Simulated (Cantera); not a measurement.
Charge: 1 mol SiH2Cl2, 0.19 mol HCl, 13 mol N2, at 0.140 bar.

Equilibrium computed with Cantera from the NASA thermochemical tables; the gas is ideal and each condensed phase is pure. Candidate condensed phases: NH4Cl, Si, Si3N4; 28 gas species. N2 is the only nitrogen source here; it is nearly inert below about 1500 K, so the nitride shown seldom forms there in practice. Equilibrium is a limit: real reactors are often held back by kinetics, nucleation or transport.

Over these rows the condensed part is Si3N4(s). Partial pressures as log10 of bar:

```csv
T (K),1000/T (1/K),log p SiCl2,log p N2,log p HCl,log p H2
1250,0.8000,-4.84,-0.92,-1.85,-2.45
1325,0.7547,-4.20,-0.92,-1.85,-2.46
1400,0.7143,-3.64,-0.92,-1.85,-2.46
1475,0.6780,?,-0.92,-1.85,-2.45
1550,0.6452,-2.81,-0.92,-1.88,-2.42
1625,0.6154,-2.55,-0.92,-1.92,-2.36
```

Q: Fit log p(SiCl2) = a + b·(1000/T) to the five rows, give the apparent enthalpy, and predict the row at 1475 K.

A: Means: 1000/T = 0.7059, log p = -3.608. Sxy = -0.289277, Sxx = 0.0231815, so b = -12.48 and a = -3.608 − (-12.48)×0.7059 = 5.20.
Apparent enthalpy: −19.145 × (-12.48) = 239 kJ/mol. With the condensed phases at unit activity, 1/3 Si3N4(s) + 2 HCl(g) = SiCl2(g) + 2/3 N2(g) + H2(g) links this pressure to the main gases: over the six rows their terms move log p by -0.23 in all, so the slope isn't that reaction's ΔH° alone. The five rows lie within 0.07 of the line.
Prediction at 1475 K: 5.20 + (-12.48)×0.6780 = -3.26. The computed value is -3.18, 0.08 from the line.
